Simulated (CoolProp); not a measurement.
CF4 (R14) at 288.02 K and 0.427 MPa flows at 1.1 m/s in a round tube of 1 mm bore and 15 µm roughness, fully developed (64/Re and Nu = 3.66 if laminar; Colebrook and Gnielinski if turbulent). Each further row changes one setting.

Values from CoolProp's reference Helmholtz-energy equation of state, Platzer 1990. This equation is an older, rougher fit.

```tsv
case	Reynolds number	Darcy friction factor	pressure drop (Pa/m)	heat-transfer coefficient (W/(m² K))	mass flow (kg/h)
as stated	1040	0.0616	595	56.1	0.0497
velocity 2.2 m/s	2080	0.0308	1190	56.1	0.0994
diameter 2 mm	2080	0.0308	149	28.0	0.199
```

Viscosity comes from a separate model (Huber 2003), an estimate that may be off by 10 % or more. Thermal conductivity comes from a separate model (Huber 2003), an estimate that may be off by 10 % or more.
